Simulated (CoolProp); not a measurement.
The numbers come from the reference Helmholtz-energy equation of state, Zhou 2011 in CoolProp.

Problem. For dimethyl carbonate, give the phase and the cv (kJ/(kg K)) at 566.9 K and 0.941 bar; 464.7 K and 0.123 bar.

Solution. 
- 566.9 K and 0.941 bar: gas; cv 1.71
- 464.7 K and 0.123 bar: gas; cv 1.50
